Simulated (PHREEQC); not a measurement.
A solution holds 1.6 mol MgSO4, 0.0027 mol Na2B4O7 and 0.57 mol MgCl2 per kg of water, at 10 °C and 300 atm. Closed to the air; pH follows from the charge balance.

Model: Pitzer model, pitzer.dat, run in PHREEQC.

This is a speciation only: nothing precipitates in the calculation.

**Question.** Predict the pH, activity of water.

**Answer.** pH 7.10; activity of water 0.910.

**Question.** In which forms is B present?

**Answer.** B(OH)3 50 %, MgB(OH)4+ 36 %, B(OH)4- 14 % of the B.

Species that the database lacks are ignored. In brines, pH and single-ion activities rest on the MacInnes convention. Under pressure, the constants of complexes without a molar volume in the database are unreliable. Away from 25 °C the constants follow the database's enthalpies or fits; those with neither stay at their 25 °C values.
